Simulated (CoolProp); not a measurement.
Vapour-liquid equilibrium of R125 (1) + fluoroethane (R161) (2) at 0.0985 MPa; x and y are mole fractions of (1).

Values from CoolProp's multi-fluid Helmholtz-energy mixture model, Lemmon 2005 and Wu 2012; pair parameters Bell 2016.

Task: Give the bubble temperature and the first vapour's composition at x = 0.05, 0.2, 0.5. Is there an azeotrope?

Result: x = 0.05: -38.7 °C, y = 0.072; x = 0.2: -40.5 °C, y = 0.292; x = 0.5: -44.7 °C, y = 0.643. No azeotrope shows between x = 0.05 and 0.95.

The pair parameters rest on a limited set of measurements; away from them the model extrapolates. The gap from Raoult's law changes sign with composition, which may be real or a fault of the pair parameters; it wasn't checked against measurements.
